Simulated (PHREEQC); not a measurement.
1 kg of water holding 0.0003 mol CaSO4, 0.0065 mol MgBr2, 0.014 mol KCl and 0.0066 mol NaCl is evaporated at 15 °C; the solids stay in contact with the brine. No CO2 enters from the air. The run lets Arcanite, Bischofite, Bloedite, Brucite, Carnallite, Epsomite, Glaserite, Glauberite, Gypsum, Anhydrite, Halite, Hexahydrite, Kainite, Kieserite, Leonite, Mirabilite, Misenite, Polyhalite, Portlandite, Schoenite, Sylvite, Syngenite, Thenardite, MgCl2_4H2O precipitate or redissolve, and no other solid.

The numbers come from PHREEQC with the Pitzer model, pitzer.dat.

**Question.** Predict ionic strength at water left (kg) = 0.4563, 0.1407, 0.0293.

**Answer.** 
| water left (kg) | ionic strength |
|---|---|
| 0.4563 | 0.0905 |
| 0.1407 | 0.294 |
| 0.0293 | 1.41 |

Complexes and solids missing from the database can't appear.
